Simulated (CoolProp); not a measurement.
Saturation properties of R227EA.

Computed with CoolProp (reference Helmholtz-energy equation of state, Lemmon 2016).

```
T (°C)     p (MPa)  vapour density (kg/m³)  enthalpy of vaporisation (kJ/kg)
------  ----------  ----------------------  --------------------------------
-95.55   0.0004686                 0.05400                             162.6
-82.65    0.001637                  0.1761                        (withheld)
-69.85    0.004695                  0.4749                             152.9
-56.95     0.01167              (withheld)                             148.0
-44.05     0.02565                   2.333                             143.0
-31.15     0.05097                   4.443                        (withheld)
-18.25     0.09323                   7.844                             132.6
-5.35       0.1592              (withheld)                             126.9
7.45    (withheld)                   20.56                             120.8
20.35       0.3934                   31.34                             114.2
33.25   (withheld)              (withheld)                             106.8
```

What belongs in the gaps?


- -82.65, enthalpy of vaporisation (kJ/kg): 157.7
- -56.95, vapour density (kg/m³): 1.116
- -31.15, enthalpy of vaporisation (kJ/kg): 137.9
- -5.35, vapour density (kg/m³): 13.03
- 7.45, p (MPa): 0.2559
- 33.25, p (MPa): 0.5809
- 33.25, vapour density (kg/m³): 46.39

It boils at -16.3 °C under 1 atm.
